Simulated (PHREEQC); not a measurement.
CaCl2 is added in steps, without added water, to 1 kg of water holding 0.011 mol/kgw LiOH, 6e-06 mol/kgw CO2 and 0.0018 mol/kgw (CH3)4NCl, at 25 °C. Oxygen is held at 0.21 atm. No CO2 enters from the air. Only these solids could form: Aragonite.

Base run: PHREEQC, ion-association model, phreeqc.dat. Each further column changes one thing. The table gives CaOH+ (mol/kgw).

```csv
CaCl2 added (mol),base,Davies equation for every ion,Debye-Hückel limiting law,database wateq4f.dat
0,0,0,0,0
0.0009167,9.09e-5,8.97e-5,8.31e-5,9.13e-5
0.001833,0.000176,0.000173,0.000158,0.000176
0.003208,0.000293,0.000288,0.000259,0.000294
0.004125,0.000366,0.000360,0.000319,0.000366
0.005042,0.000435,0.000427,0.000374,0.000435
0.005958,0.000501,0.000492,0.000425,0.000501
0.006875,0.000564,0.000553,0.000473,0.000564
0.007792,0.000625,0.000612,0.000517,0.000624
0.009167,0.000711,0.000696,0.000579,0.000710
0.01008,0.000767,0.000750,0.000616,0.000765
0.011,0.000820,0.000801,0.000651,0.000818
```

(CH3)4N+ isn't in the database: it is added as a free cation with an ion size of 4 Å. phreeqc.dat and wateq4f.dat share most of their constants, so their agreement is no independent check. Solids allowed in the column 'database wateq4f.dat': Aragonite, Portlandite.
